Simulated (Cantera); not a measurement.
Input: 1 mol CH3SiCl3, 0.075 mol C3H8, 6.1 mol H2, at 2000 K and 210 Pa.

Equilibrium computed with Cantera from the NASA thermochemical tables; the gas is ideal and each condensed phase is pure. Candidate condensed phases: C, C6H6, C7H8, C8H18, Si, SiC; 109 gas species. The feed counts by its element totals alone. The tables' values for SiCl, SiCl3 are old estimates; treat these amounts as uncertain. Equilibrium is a limit: real reactors are often held back by kinetics, nucleation or transport.

What is the equilibrium state?


```
Quantity                             Result
--------------------------------  ---------
x(H2)                                 0.671
x(HCl)                                0.274
x(H)                                 0.0291
x(SiCl2)                             0.0147
x(Cl)                               0.00883
x(Si)                               0.00114
x(SiCl)                            0.000518
x(C2H2 (acetylene))                0.000516
x(SiCl3)                            5.16e-5
n(C(graphite))                    0.372 mol
n(SiC(s))                         0.842 mol
gas amount                        9.596 mol
log10 activity of Si(l) (absent)      -1.26
```
